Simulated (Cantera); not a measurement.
**Ignition delay**

Mixture: 2.85 % C2H4, 19.9 % O2, 74.8 % N2, 2.45 % H2O, at 460000 Pa, adiabatic and at constant volume. Ignition delay is the time to a rise of 400 K.

Model: GRI-Mech 3.0 (53 species, 325 reactions), integrated in Cantera. GRI-Mech 3.0 was tuned for natural gas; its chemistry of ethylene as a main component is partial and can be far from experiment. Where the delays flatten at high temperature, the 400 K rule measures the pace of heat release, not the induction time.

| T0 (K) | delay (ms) |
|---|---|
| 1300 | 0.0708 |
| 1375 | 0.0271 |
| 1450 | 0.0152 |
| 1525 | 0.0100 |
| 1600 | 0.00719 |
| 1675 | 0.00543 |
| 1750 | 0.00425 |
| 1825 | 0.00341 |
| 1900 | 0.00278 |
| 1975 | 0.00231 |

| Property | Result |
|---|---|
| apparent activation energy between 1825 and 1975 K | 78 kJ/mol |
